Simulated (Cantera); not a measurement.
A closed system holds: 1 mol Ca(OH)2, 0.47 mol CO2, 0.072 mol H2O, held at 13300 Pa.

Method: chemical equilibrium by Gibbs-energy minimisation in Cantera with the NASA 1993 tables (ideal gas, pure condensed phases). Candidate condensed phases: C, C6H6, C7H8, C8H18, Ca, CaCO3, CaO, Ca(OH)2, H2O; 115 gas species. Kinetics and transport are ignored.

Problem. At 2248 K, list the 7 most abundant gas species with their mole fractions, and the condensed phases.

Solution. H2O 0.645, CO2 0.257, CO 0.0378, O2 0.0239, H2 0.0175, OH 0.0147, H 0.00266. Condensed: CaO(s).
